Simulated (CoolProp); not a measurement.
Ethanol along the isobar 2.54 MPa: fugacity coefficient from the reference equation and from simpler models built on Tc = 514.7 K, pc = 6.268 MPa, ω = 0.644; each cubic takes its own stable root.

Computed with CoolProp (reference Helmholtz-energy equation of state, Schroeder 2014).

```csv
T (K),phase,reference
227.2,liquid,1.277e-5
235.1,liquid,2.853e-5
243,liquid,6.018e-5
251,liquid,0.0001215
258.9,liquid,0.0002321
266.8,liquid,0.0004247
274.7,liquid,0.0007475
282.6,liquid,0.001269
290.6,liquid,0.002098
298.5,liquid,0.003344
306.4,liquid,0.005183
314.3,liquid,0.007829
322.2,liquid,0.01154
330.2,liquid,0.01672
338.1,liquid,0.02362
346,liquid,0.03271
```

**Question.** How far does each simpler model (Soave-Redlich-Kwong, Peng-Robinson) lie from the reference over these 16 states: mean and median of the absolute difference, and the worst?

**Answer.** 
- Soave-Redlich-Kwong: mean 15.2 %, median 11.0 %, worst -43.8 % at 227.2 K and 2.54 MPa
- Peng-Robinson: mean 7.0 %, median 5.0 %, worst -23.1 % at 227.2 K and 2.54 MPa
